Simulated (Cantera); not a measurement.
# Thermodynamics of oxide etching and cleaning by halides, feed B2O3 + SiCl4 + O2

Charge: 1 mol B2O3, 4.7 mol SiCl4, a varied amount of O2, equilibrated at 1150 K and 10.0 mbar.

Equilibrium computed with Cantera from the NASA thermochemical tables; the gas is ideal and each condensed phase is pure. Candidate condensed phases: B, B2O3, Si, SiO2; 27 gas species. Mutual solubility and eutectic melting of coexisting phases are not modelled. The tables' values for BOCl are old estimates; treat these amounts as uncertain. The tables hold silica as quartz up to 1696 K and as liquid above; real silica turns to tridymite and cristobalite and melts near 1996 K. Condensed phases not in the tables: borates and borosilicate glass, alloys, solid solutions and most ternary compounds. The numbers say what is thermodynamically allowed, not how fast it happens.

```json
[
 {"n(O2) (mol)": "2.3", "log p Cl2": "-2.22", "log p O2": "-10.33", "log p BCl3": "-2.65", "log p SiCl4": "-2.86", "log p Cl": "-3.67", "log p B3O3Cl3": "-3.88", "log p BOCl": "-5.99", "log p ClO": "-10.20", "n SiO2(β-quartz)": "3.65", "n B2O3(l)": "0"},
 {"n(O2) (mol)": "4.1", "log p Cl2": "-2.05", "log p O2": "-8.79", "log p BCl3": "-3.22", "log p SiCl4": "-4.06", "log p Cl": "-3.59", "log p B3O3Cl3": "-3.80", "log p BOCl": "-5.97", "log p ClO": "-9.34", "n SiO2(β-quartz)": "4.62", "n B2O3(l)": "0.509"},
 {"n(O2) (mol)": "5.9", "log p Cl2": "-2.06", "log p O2": "-2.95", "log p BCl3": "-7.61", "log p SiCl4": "-9.92", "log p Cl": "-3.59", "log p B3O3Cl3": "-8.20", "log p BOCl": "-7.43", "log p ClO": "-6.43", "n SiO2(β-quartz)": "4.70", "n B2O3(l)": "1.000"},
 {"n(O2) (mol)": "7.7", "log p Cl2": "-2.13", "log p O2": "-2.62", "log p BCl3": "-7.96", "log p SiCl4": "-10.38", "log p Cl": "-3.63", "log p B3O3Cl3": "-8.55", "log p BOCl": "-7.55", "log p ClO": "-6.30", "n SiO2(β-quartz)": "4.70", "n B2O3(l)": "1.000"},
 {"n(O2) (mol)": "9.5", "log p Cl2": "-2.19", "log p O2": "-2.48", "log p BCl3": "-8.16", "log p SiCl4": "-10.65", "log p Cl": "-3.66", "log p B3O3Cl3": "-8.74", "log p BOCl": "-7.61", "log p ClO": "-6.26", "n SiO2(β-quartz)": "4.70", "n B2O3(l)": "1.000"},
 {"n(O2) (mol)": "11", "log p Cl2": "-2.24", "log p O2": "-2.40", "log p BCl3": "-8.28", "log p SiCl4": "-10.81", "log p Cl": "-3.68", "log p B3O3Cl3": "-8.86", "log p BOCl": "-7.65", "log p ClO": "-6.24", "n SiO2(β-quartz)": "4.70", "n B2O3(l)": "1.000"},
 {"n(O2) (mol)": "13", "log p Cl2": "-2.29", "log p O2": "-2.33", "log p BCl3": "-8.41", "log p SiCl4": "-10.98", "log p Cl": "-3.71", "log p B3O3Cl3": "-8.99", "log p BOCl": "-7.70", "log p ClO": "-6.23", "n SiO2(β-quartz)": "4.70", "n B2O3(l)": "1.000"}
]
```
log p: log10 of the partial pressure in bar; n: condensed amount in mol.

At 2.3 mol O2 the condensed part is SiO2(β-quartz). From 4.1 mol O2 to 13 mol O2 the condensed part is B2O3(l) + SiO2(β-quartz).
